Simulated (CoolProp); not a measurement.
Vapour-liquid equilibrium of octamethyltrisiloxane (MDM) (1) + octamethylcyclotetrasiloxane (D4) (2) at 404.9 K; x and y are mole fractions of (1).

The numbers come from the multi-fluid Helmholtz-energy mixture model, Thol 2017 and Thol 2015; pair parameters Bell 2016 in CoolProp.

Task: Give the bubble pressure and the first vapour's composition at x = 0.25, 0.35, 0.85. Is there an azeotrope?

Result: x = 0.25: 0.03582 MPa, y = 0.398; x = 0.35: 0.03861 MPa, y = 0.512; x = 0.85: 0.05252 MPa, y = 0.915. No azeotrope shows between x = 0.05 and 0.95.

Pair parameters are fitted to limited data, so mixtures are less certain than the pure fluids.
